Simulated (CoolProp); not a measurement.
Vapour-liquid equilibrium of cyclohexane (1) + o-xylene (2) at 79.05 °C; x and y are mole fractions of (1).

Model: multi-fluid Helmholtz-energy mixture model, Zhou 2014 and Zhou 2012; pair parameters Bell 2016, in CoolProp.

```json
[
 {"x": "0.05", "bubble pressure, mixture model (MPa)": "[?]", "bubble pressure, Raoult's law (MPa)": "0.01642", "y, mixture model": "0.369", "y, Raoult's law": "0.293"},
 {"x": "0.15", "bubble pressure, mixture model (MPa)": "0.03002", "bubble pressure, Raoult's law (MPa)": "0.02483", "y, mixture model": "0.647", "y, Raoult's law": "0.582"},
 {"x": "0.25", "bubble pressure, mixture model (MPa)": "0.04026", "bubble pressure, Raoult's law (MPa)": "0.03325", "y, mixture model": "[?]", "y, Raoult's law": "0.725"},
 {"x": "0.35", "bubble pressure, mixture model (MPa)": "0.04932", "bubble pressure, Raoult's law (MPa)": "0.04166", "y, mixture model": "0.827", "y, Raoult's law": "0.809"},
 {"x": "0.45", "bubble pressure, mixture model (MPa)": "0.05742", "bubble pressure, Raoult's law (MPa)": "0.05008", "y, mixture model": "[?]", "y, Raoult's law": "0.866"},
 {"x": "0.55", "bubble pressure, mixture model (MPa)": "0.06481", "bubble pressure, Raoult's law (MPa)": "0.05849", "y, mixture model": "0.900", "y, Raoult's law": "0.906"},
 {"x": "0.65", "bubble pressure, mixture model (MPa)": "0.07175", "bubble pressure, Raoult's law (MPa)": "0.06690", "y, mixture model": "0.925", "y, Raoult's law": "0.936"},
 {"x": "0.75", "bubble pressure, mixture model (MPa)": "[?]", "bubble pressure, Raoult's law (MPa)": "0.07532", "y, mixture model": "0.947", "y, Raoult's law": "0.959"},
 {"x": "0.85", "bubble pressure, mixture model (MPa)": "[?]", "bubble pressure, Raoult's law (MPa)": "0.08373", "y, mixture model": "[?]", "y, Raoult's law": "0.978"},
 {"x": "0.95", "bubble pressure, mixture model (MPa)": "0.09255", "bubble pressure, Raoult's law (MPa)": "0.09215", "y, mixture model": "0.989", "y, Raoult's law": "0.993"}
]
```

Task: What belongs in the gaps?

Result: 
- 0.05, bubble pressure, mixture model (MPa): 0.01848
- 0.25, y, mixture model: 0.763
- 0.45, y, mixture model: 0.869
- 0.75, bubble pressure, mixture model (MPa): 0.07851
- 0.85, bubble pressure, mixture model (MPa): 0.08536
- 0.85, y, mixture model: 0.968

The largest gap from Raoult's law is +21.1 % in bubble pressure, at x = 0.25. No azeotrope shows between x = 0.05 and 0.95.

Pair parameters are fitted to limited data, so mixtures are less certain than the pure fluids.
